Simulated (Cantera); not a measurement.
Standard-state values (1 bar) from the NASA 1993 polynomials, evaluated with Cantera. Values are per mole of reaction as written; species without (g) are pure solids or liquids, kept so even where they would boil at 1 bar.

2 CF3(g) + 3 Cu = 2 C + 3 CuF2

```tsv
T (K)	ΔH° (kJ)	ΔS° (J/K)	ΔG° (kJ)	log10 K	condensed phases
825	-644.4	-327.4	-374.3	23.70	Cu(s), C(graphite), CuF2(s)
975	-633.4	-315.1	-326.1	17.47	Cu(s), C(graphite), CuF2(s)
1125	-455.9	-154.5	-282.1	13.10	Cu(s), C(graphite), CuF2(l)
1275	-441.1	-142.1	-259.9	10.65	Cu(s), C(graphite), CuF2(l)
1425	___	___	___	___	Cu(l), C(graphite), CuF2(l)
1575	-453.0	-151.7	-214.0	7.10	Cu(l), C(graphite), CuF2(l)
1725	-439.4	-143.5	-191.8	5.81	Cu(l), C(graphite), CuF2(l)
1875	___	___	___	___	Cu(l), C(graphite), CuF2(l)
2025	-412.3	-129.0	-151.0	3.90	Cu(l), C(graphite), CuF2(l)
```

Question: Some entries are withheld; supply them.

Answer: 
- 1425, ΔH° (kJ): -466.6
- 1425, ΔS° (J/K): -160.9
- 1425, ΔG° (kJ): -237.4
- 1425, log10 K: 8.70
- 1875, ΔH° (kJ): -425.8
- 1875, ΔS° (J/K): -136.0
- 1875, ΔG° (kJ): -170.9
- 1875, log10 K: 4.76
